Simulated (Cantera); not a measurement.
Cantera run:

```python
import numpy as np
import cantera as ct

gas_names = """
    CL CL2 H HCL H2 N NH NH2 NH3 N2 N2H2 N2H4 Si SiCL SiCL2 SiCL3 SiCL4 SiH SiHCL3 SiH2 SiH2CL2 SiH3
    SiH3CL SiH4 SiN Si2 Si2N Si3
""".split()
cond_names = """
    NH4CL(a) NH4CL(b) Si(cr) Si(L) Si3N4(a)
""".split()


# ... load() reads the species with a 1 bar reference pressure and builds the phases ...
atoms = {
    'Si2Cl6': {'Si': 2, 'CL': 6},
    'N2': {'N': 2},
    'H2': {'H': 2},
    'NH3': {'N': 1, 'H': 3},
}
top_T = {'Si3N4(a)': 2400}  # K; cautious upper limits of use, not melting points


# ... equilibrate(T, P, feed) seeds the gas with the atoms and calls Mixture.equilibrate('TP', solver="vcs", rtol=1e-11, max_steps=5000) ...
results = []
T = 1148  # K
P = 13332.2  # Pa
for m in [1.3, 3, 4.7, 6.4, 8.1, 9.8, 12]:
    feed = {'Si2Cl6': 1, 'N2': 13, 'H2': m, 'NH3': 0.26}  # mol
    mix = equilibrate(T, P, feed)
    results.append((T, P, feed, dict(zip(mix.species_names, mix.species_moles))))

top = {s: max(r[3][s] / sum(r[3][g] for g in gas_names) for r in results) for s in gas_names}
cols = sorted((s for s in top if top[s] > 0.001), key=lambda s: -top[s])[:9]
seen = [c for c in cond_names if any(r[3].get(c, 0) > 1e-12 for r in results)]
print("log10 of partial pressures in bar; condensed amounts in mol")
print(f"{'n(H2)':>10s}" + "".join(f"{s[:9]:>10s}" for s in cols + seen))
for T, P, feed, n in results:
    ng = sum(n[g] for g in gas_names)
    print(f"{feed['H2']:10.4g}" + "".join(f"{np.log10(max(n[s] / ng * P / 1e5, 1e-99)):10.3f}" for s in cols)
          + "".join(f"{n.get(c, 0):10.4g}" for c in seen))
```

Result:

```
log10 of partial pressures in bar; condensed amounts in mol
     n(H2)        N2        H2       HCL     SiCL4  Si3N4(a)
       1.3    -0.991    -2.389    -1.707    -2.132    0.3646
         3    -1.045    -1.948    -1.558    -2.382    0.4771
       4.7    -1.090    -1.722    -1.512    -2.620    0.5457
       6.4    -1.130    -1.579    -1.503    -2.846    0.5879
       8.1    -1.166    -1.478    -1.511    -3.055    0.6138
       9.8    -1.198    -1.403    -1.527    -3.246    0.6299
        12    -1.236    -1.330    -1.552    -3.468    0.6424
```

Method: chemical equilibrium by Gibbs-energy minimisation in Cantera with the NASA 1993 tables (ideal gas, pure condensed phases). The feed counts by its element totals alone. The tables' values for SiCl3 are old estimates; treat these amounts as uncertain.
